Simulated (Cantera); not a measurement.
What does this Cantera script print?

```python
import numpy as np
import cantera as ct

gas_names = """
    CL CL2 N N2 Si SiCL SiCL2 SiCL3 SiCL4 SiN Si2 Si2N Si3
""".split()
cond_names = """
    Si(cr) Si(L) Si3N4(a)
""".split()


# ... load() reads the species with a 1 bar reference pressure and builds the phases ...
atoms = {
    'Si2Cl6': {'Si': 2, 'CL': 6},
    'N2': {'N': 2},
}
top_T = {'Si3N4(a)': 2400}  # K; cautious upper limits of use, not melting points


# ... equilibrate(T, P, feed) seeds the gas with the atoms and calls Mixture.equilibrate('TP', solver="vcs", rtol=1e-11, max_steps=5000) ...
results = []
T = 1400  # K
P = 120000  # Pa
for m in [7, 13, 24, 45, 83, 160, 290]:
    feed = {'Si2Cl6': 1, 'N2': m}  # mol
    mix = equilibrate(T, P, feed)
    results.append((T, P, feed, dict(zip(mix.species_names, mix.species_moles))))

top = {s: max(r[3][s] / sum(r[3][g] for g in gas_names) for r in results) for s in gas_names}
cols = sorted((s for s in top if top[s] > 0.001), key=lambda s: -top[s])[:6]
seen = [c for c in cond_names if any(r[3].get(c, 0) > 1e-12 for r in results)]
print("log10 of partial pressures in bar; condensed amounts in mol")
print(f"{'n(N2)':>10s}" + "".join(f"{s[:9]:>10s}" for s in cols + seen))
for T, P, feed, n in results:
    ng = sum(n[g] for g in gas_names)
    print(f"{feed['N2']:10.4g}" + "".join(f"{np.log10(max(n[s] / ng * P / 1e5, 1e-99)):10.3f}" for s in cols)
          + "".join(f"{n.get(c, 0):10.4g}" for c in seen))
```

Result:

```
log10 of partial pressures in bar; condensed amounts in mol
     n(N2)        N2     SiCL4     SiCL3     SiCL2  Si3N4(a)
         7    -0.010    -0.672    -2.078    -2.856    0.1603
        13     0.030    -0.913    -2.265    -2.989    0.1593
        24     0.052    -1.165    -2.458    -3.123    0.1579
        45     0.065    -1.431    -2.660    -3.260    0.1561
        83     0.071    -1.696    -2.859    -3.395    0.1539
       160     0.075    -1.983    -3.075    -3.540    0.1508
       290     0.077    -2.246    -3.273    -3.671    0.1473
```

These are equilibrium values from Cantera (NASA tables, ideal gas, pure condensed phases), not measurements of a reactor. The feed counts by its element totals alone. N2 is the only nitrogen source here; it is nearly inert below about 1500 K, so the nitride shown seldom forms there in practice. The tables' values for SiCl3 are old estimates; treat these amounts as uncertain.
